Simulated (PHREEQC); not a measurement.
0.35 g of hydrous ferric oxide (600 m²/g; 0.2 weak and 0.005 strong sites per Fe, Dzombak-Morel constants, diffuse double layer) in 1 kg of water with 0.3 mol/kgw of an inert sodium salt and 0.015 mmol/kgw CuCl2, at 25 °C; the pH is set by adding NaOH or the inert anion's acid. O2 is buffered at 0.21 atm. The system is closed to CO2. Precipitation was switched off in this run.

The series has 17 steps of pH, from 4 to 12.

All values are PHREEQC results (ion-association model, wateq4f.dat), not measurements.

Q: Near which pH is half of the Cu sorbed, and on which side is more sorbed?

A: Near pH 4.9, with more sorbed at higher pH.

The database's constant for dissolved Cu(OH)2 is higher than later reviews accept.
